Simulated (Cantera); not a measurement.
Cantera run:

```python
import numpy as np
import cantera as ct

gas_names = [...]  # 151 gases of nasa_gas.yaml made of C, H, N, O, Si
cond_names = """
    C(gr) C6H6(L) C7H8(L) C8H18(L),n-octa H2O(s) H2O(L) Si(cr) Si(L) SiC(b) SiO2(Lqz) SiO2(hqz) SiO2(L)
    Si2N2O(s) Si3N4(a)
""".split()


# ... load() reads the species with a 1 bar reference pressure and builds the phases ...
atoms = {
    'HMDSO': {'Si': 2, 'C': 6, 'H': 18, 'O': 1},
    'CO2': {'C': 1, 'O': 2},
    'NO': {'N': 1, 'O': 1},
}
top_T = {'C(gr)': 4500, 'SiC(b)': 3050, 'Si2N2O(s)': 2100, 'Si3N4(a)': 2400}  # K; cautious upper limits of use, not melting points


# ... equilibrate(T, P, feed) seeds the gas with the atoms and calls Mixture.equilibrate('TP', solver="vcs", rtol=1e-11, max_steps=5000) ...
results = []
feed = {'HMDSO': 1, 'CO2': 6.5, 'NO': 0.17}  # mol
P = 23  # Pa
for T in [900, 1000, 1100, 1200, 1300, 1400, 1500, 1600, 1700, 1800, 1900, 2000, 2100]:
    mix = equilibrate(T, P, feed)
    results.append((T, P, feed, dict(zip(mix.species_names, mix.species_moles))))
    x = sorted(zip(gas.X, gas.species_names), reverse=True)
    print(f"T = {T:g} K  P = {P:g} Pa  gas = {mix.phase_moles(0):.4g} mol")
    print("   x: " + "  ".join(f"{s} {v:.3e}" for v, s in x if v > 0.0001))
    print("   condensed (mol): " + ("  ".join(f"{mix.phase(i).name} {mix.phase_moles(i):.4g}"
          for i in range(1, mix.n_phases) if mix.phase_moles(i) > 1e-12) or "none"))
```

Result:

```
T = 900 K  P = 23 Pa  gas = 19.25 mol
   x: CO 5.276e-01  H2 4.675e-01  N2 4.417e-03  CO2 3.575e-04  H2O 1.377e-04
   condensed (mol): C(gr) 2.339  SiO2(hqz) 2
T = 1000 K  P = 23 Pa  gas = 19.25 mol
   x: CO 5.281e-01  H2 4.674e-01  N2 4.415e-03
   condensed (mol): C(gr) 2.331  SiO2(hqz) 2
T = 1100 K  P = 23 Pa  gas = 19.25 mol
   x: CO 5.282e-01  H2 4.674e-01  N2 4.414e-03
   condensed (mol): C(gr) 2.33  SiO2(hqz) 2
T = 1200 K  P = 23 Pa  gas = 19.3 mol
   x: CO 5.301e-01  H2 4.664e-01  N2 3.397e-03
   condensed (mol): C(gr) 2.271  SiO2(hqz) 1.96  Si2N2O(s) 0.01942
T = 1300 K  P = 23 Pa  gas = 20.89 mol
   x: CO 5.649e-01  H2 4.308e-01  SiO 2.926e-03  N2 1.280e-03
   condensed (mol): SiC(b) 0.6981  SiO2(hqz) 1.124  Si2N2O(s) 0.05824
T = 1400 K  P = 23 Pa  gas = 22.98 mol
   x: CO 5.355e-01  H2 3.915e-01  SiO 7.081e-02  N2 1.979e-03  H 2.007e-04
   condensed (mol): SiC(b) 0.1948  SiO2(hqz) 0.09898  Si2N2O(s) 0.03951
T = 1500 K  P = 23 Pa  gas = 23.26 mol
   x: CO 5.302e-01  H2 3.865e-01  SiO 7.888e-02  N2 3.651e-03  H 7.216e-04
   condensed (mol): SiC(b) 0.1649
T = 1600 K  P = 23 Pa  gas = 23.28 mol
   x: CO 5.298e-01  H2 3.855e-01  SiO 7.881e-02  N2 3.645e-03  H 2.226e-03
   condensed (mol): SiC(b) 0.1645
T = 1700 K  P = 23 Pa  gas = 23.33 mol
   x: CO 5.288e-01  H2 3.827e-01  SiO 7.853e-02  H 6.011e-03  N2 3.631e-03  Si 2.636e-04
   condensed (mol): SiC(b) 0.1615
T = 1800 K  P = 23 Pa  gas = 23.47 mol
   x: CO 5.265e-01  H2 3.763e-01  SiO 7.735e-02  H 1.448e-02  N2 3.599e-03  Si 1.710e-03
   condensed (mol): SiC(b) 0.1434
T = 1900 K  P = 23 Pa  gas = 23.85 mol
   x: CO 5.218e-01  H2 3.616e-01  SiO 7.243e-02  H 3.146e-02  Si 8.884e-03  N2 3.521e-03  Si2C 1.558e-04
   condensed (mol): SiC(b) 0.05069
T = 2000 K  P = 23 Pa  gas = 24.34 mol
   x: CO 5.135e-01  H2 3.385e-01  SiO 6.871e-02  H 6.239e-02  Si 1.326e-02  N2 3.467e-03
   condensed (mol): none
T = 2100 K  P = 23 Pa  gas = 25 mol
   x: CO 5.000e-01  H2 3.034e-01  H 1.132e-01  SiO 6.683e-02  Si 1.310e-02  N2 3.390e-03
   condensed (mol): none
```

Cantera equilibrium calculation (NASA polynomials, part measured and part estimated; ideal gas, pure solids and liquids). The feed counts by its element totals alone. Mutual solubility and eutectic melting of coexisting phases are not modelled. The tables hold silica as quartz up to 1696 K and as liquid above; real silica turns to tridymite and cristobalite and melts near 1996 K.
